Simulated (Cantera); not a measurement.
Input (Python, Cantera):

```python
import numpy as np
import cantera as ct

gas = ct.Solution("h2o2.yaml")
gas.TPX = 700, 41000, {'H2': 1, 'O2': 0.179, 'N2': 0.518, 'H2O': 0.12}
flame = ct.FreeFlame(gas, width=0.075)
flame.set_refine_criteria(ratio=3, slope=0.08, curve=0.16)
flame.transport_model = "unity-Lewis-number"
flame.solve(loglevel=0, auto=True)
z, T = flame.grid, flame.T
thick = (T[-1] - T[0]) / np.gradient(T, z).max()
show = ['H2', 'O2', 'H2O', 'H', 'OH', 'HO2']
print(f"laminar burning velocity  {flame.velocity[0] * 100:.3f} cm/s")
print(f"burnt temperature         {T[-1]:.1f} K")
print(f"thermal thickness         {thick * 1e3:.4f} mm")
print(f"grid points               {len(z)}")
z0 = z[flame.heat_release_rate.argmax()]
print(f"{'z/mm':>9s}{'T/K':>9s}{'u/(m/s)':>9s}" + "".join(f"{s:>11s}" for s in show))
rows = []
for k in (-3, -2, -1.5, -1, -0.5, -0.25, 0, 0.25, 0.5, 1, 2, 4, 8):
    zz = z0 + k * thick
    rows.append([k * thick, np.interp(zz, z, T), np.interp(zz, z, flame.velocity),
                 *(np.interp(zz, z, flame.X[gas.species_index(s)]) for s in show)])
    print(f"{rows[-1][0] * 1e3:9.3f}{rows[-1][1]:9.1f}{rows[-1][2]:9.3f}" + "".join(f"{x:11.3e}" for x in rows[-1][3:]))
```

Output:

```
laminar burning velocity  659.256 cm/s
burnt temperature         2133.7 K
thermal thickness         1.3660 mm
grid points               129
     z/mm      T/K  u/(m/s)         H2         O2        H2O          H         OH        HO2
   -4.098    700.0    6.593  5.504e-01  9.851e-02  6.604e-02  8.270e-15  1.445e-17  3.464e-10
   -2.732    700.0    6.593  5.504e-01  9.851e-02  6.604e-02  1.356e-12  4.572e-15  9.871e-09
   -2.049    700.0    6.593  5.504e-01  9.851e-02  6.604e-02  5.533e-11  1.977e-13  7.943e-08
   -1.366    700.2    6.594  5.503e-01  9.850e-02  6.607e-02  4.570e-08  2.195e-10  1.948e-06
   -0.683    719.0    6.763  5.484e-01  9.728e-02  6.865e-02  1.524e-04  6.732e-06  8.165e-05
   -0.341    862.2    8.039  5.266e-01  8.616e-02  9.290e-02  5.954e-03  1.566e-04  7.353e-05
    0.000   1196.2   10.937  4.215e-01  4.150e-02  1.851e-01  5.542e-02  1.139e-03  2.456e-05
    0.341   1420.5   12.815  3.350e-01  6.800e-03  2.576e-01  9.957e-02  2.172e-03  3.513e-06
    0.683   1521.5   13.626  3.266e-01  9.872e-04  2.714e-01  9.792e-02  2.557e-03  4.711e-07
    1.366   1627.8   14.453  3.357e-01  2.382e-04  2.751e-01  8.308e-02  2.880e-03  1.144e-07
    2.732   1742.0   15.323  3.479e-01  1.582e-04  2.779e-01  6.531e-02  2.993e-03  7.633e-08
    5.464   1851.5   16.137  3.596e-01  9.817e-05  2.810e-01  4.819e-02  2.787e-03  5.000e-08
   10.928   1945.2   16.819  3.695e-01  5.224e-05  2.840e-01  3.349e-02  2.311e-03  2.968e-08
```

Cantera simulation using the H2/O2 subset of GRI-Mech 3.0, which has no nitrogen chemistry; the numbers are that mechanism's predictions, not measurements. Unity Lewis numbers drop preferential diffusion, which matters most where H2 and H carry the flame. Burning velocities carry a grid error of a few per cent, more on coarse grids.
